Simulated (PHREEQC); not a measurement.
Dissolve 0.1 mol/kgw CuSO4 at 45 °C. Closed to the air; pH follows from the charge balance.

Model: ion-association model, phreeqc.dat, run in PHREEQC.

Each row changes one thing in this solution. Precipitation was switched off in this run.

```tsv
case	pH	ionic strength (mol/kgw)	SO4-2 (mol/kgw)	HSO4- (mol/kgw)
as made	4.31	0.202	0.0503	0.000144
CuSO4 replaced by ZnSO4 at the same molality	5.30	0.197	0.0386	1.13e-5
CuSO4 replaced by MnSO4 at the same molality	6.11	0.194	?	2.26e-6
CuSO4 from 0.1 to 0.09 mol/kgw	4.33	0.184	0.0459	0.000131
CuSO4 replaced by FeSO4 at the same molality	5.62	0.195	0.0487	?
```

Q: What belongs in the gaps?

A: 
- CuSO4 replaced by MnSO4 at the same molality, SO4-2 (mol/kgw): 0.0484
- CuSO4 replaced by FeSO4 at the same molality, HSO4- (mol/kgw): 6.97e-6

At this temperature some constants are extrapolated from 25 °C, and those without enthalpy data are left unchanged.
